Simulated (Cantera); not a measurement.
What does this Cantera script print?

```python
import numpy as np
import cantera as ct

gas_names = """
    CL CL2 H HCL H2 N NH NH2 NH3 N2 N2H2 N2H4 Si SiCL SiCL2 SiCL3 SiCL4 SiH SiHCL3 SiH2 SiH2CL2 SiH3
    SiH3CL SiH4 SiN Si2 Si2N Si3
""".split()
cond_names = """
    NH4CL(a) NH4CL(b) Si(cr) Si(L) Si3N4(a)
""".split()


# ... load() reads the species with a 1 bar reference pressure and builds the phases ...
atoms = {
    'SiH2Cl2': {'Si': 1, 'H': 2, 'CL': 2},
    'N2': {'N': 2},
}
top_T = {'Si3N4(a)': 2400}  # K; cautious upper limits of use, not melting points


# ... equilibrate(T, P, feed) seeds the gas with the atoms and calls Mixture.equilibrate('TP', solver="vcs", rtol=1e-11, max_steps=5000) ...
results = []
feed = {'SiH2Cl2': 1, 'N2': 1.9}  # mol
T = 1025  # K
P = 10000  # Pa
mix = equilibrate(T, P, feed)
results.append((T, P, feed, dict(zip(mix.species_names, mix.species_moles))))
x = sorted(zip(gas.X, gas.species_names), reverse=True)
print(f"T = {T:g} K  P = {P:g} Pa  gas = {mix.phase_moles(0):.4g} mol")
print("   x: " + "  ".join(f"{s} {v:.3e}" for v, s in x if v > 0.001))
print("   condensed (mol): " + ("  ".join(f"{mix.phase(i).name} {mix.phase_moles(i):.4g}"
      for i in range(1, mix.n_phases) if mix.phase_moles(i) > 1e-12) or "none"))
```

It prints:

```
T = 1025 K  P = 10000 Pa  gas = 3.149 mol
   x: N2 4.455e-01  HCL 3.129e-01  H2 1.610e-01  SiCL4 8.026e-02
   condensed (mol): Si3N4(a) 0.2487
```

These are equilibrium values from Cantera (NASA tables, ideal gas, pure condensed phases), not measurements of a reactor. N2 is the only nitrogen source here; it is nearly inert below about 1500 K, so the nitride shown seldom forms there in practice. The tables' values for SiCl3 are old estimates; treat these amounts as uncertain.
